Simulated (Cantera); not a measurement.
Input (Python, Cantera):

```python
import numpy as np
import cantera as ct

gas = ct.Solution("gri30.yaml")
gas.TPX = 500, 1000000, {'CH4': 1, 'O2': 1.25, 'N2': 4.12}
inlet = ct.Reservoir(gas, clone=True)
gas.equilibrate("HP")  # start burning
reactor = ct.IdealGasConstPressureReactor(gas, energy="on", clone=False)
exhaust = ct.Reservoir(gas, clone=True)
tau = [0.028, 0.013, 0.0063, 0.003, 0.0014, 0.00068, 0.00032, 0.00015, 7.4e-05, 3.5e-05][0]
for a, b in ((inlet, reactor), (reactor, exhaust)):
    ct.MassFlowController(a, b, mdot=lambda t: reactor.mass / tau)
net = ct.ReactorNet([reactor])
show = ['CH4', 'O2', 'CH3', 'CH2O', 'CO']

rows = []
print(f"{'tau/s':>10s}{'T/K':>9s}" + "".join(f"{s:>11s}" for s in show))
for tau in [0.028, 0.013, 0.0063, 0.003, 0.0014, 0.00068, 0.00032, 0.00015, 7.4e-05, 3.5e-05]:
    net.initial_time = 0.0
    net.advance(30 * tau)
    before = gas.X
    net.advance(40 * tau)
    drift = np.max(np.abs(gas.X - before) / (gas.X + 1e-9))
    rows.append([gas.T, *gas[show].X, drift])
    print(f"{tau:10.3e}{gas.T:9.1f}" + "".join(f"{x:11.3e}" for x in gas[show].X))
```

Result:

```
     tau/s      T/K        CH4         O2        CH3       CH2O         CO
 2.800e-02   2083.9  1.814e-03  1.167e-04  1.067e-04  3.088e-06  1.014e-01
 1.300e-02   2088.8  2.812e-03  2.385e-04  1.784e-04  5.539e-06  9.877e-02
 6.300e-03   2093.7  3.979e-03  4.626e-04  2.762e-04  9.460e-06  9.544e-02
 3.000e-03   2097.4  5.385e-03  9.022e-04  4.159e-04  1.624e-05  9.145e-02
 1.400e-03   2097.2  7.080e-03  1.777e-03  6.127e-04  2.827e-05  8.722e-02
 6.800e-04   2089.3  9.046e-03  3.378e-03  8.610e-04  4.826e-05  8.360e-02
 3.200e-04   2063.9  1.192e-02  6.787e-03  1.193e-03  8.776e-05  8.066e-02
 1.500e-04   1983.7  1.807e-02  1.624e-02  1.554e-03  1.966e-04  7.841e-02
 7.400e-05    500.0  1.570e-01  1.962e-01  2.605e-21 -9.321e-18 -2.545e-16
 3.500e-05    500.0  1.570e-01  1.962e-01  4.598e-21 -4.511e-21 -1.232e-19
```

Computed with Cantera and GRI-Mech 3.0 (53 species, 325 reactions).
